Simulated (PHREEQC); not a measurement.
Solution (25 °C): 0.0012 mol ZnCl2 and 0.03 mol NaBF4 per kg of water. Closed to the air; pH follows from the charge balance.

All values are PHREEQC results (ion-association model, phreeqc.dat), not measurements.

This is a speciation only: nothing precipitates in the calculation.

**Question.** What pH, ionic strength does the model give?

**Answer.** pH 2.84; ionic strength 0.0352 mol/kgw.

**Question.** In which forms is F present?

**Answer.** BF4- 88 %, BF3OH- 4.8 %, HF 4.2 %, F- 2.3 %, BF2(OH)2- 0.9 % of the F.

Real BF4- forms and hydrolyses slowly; the run takes it at equilibrium.
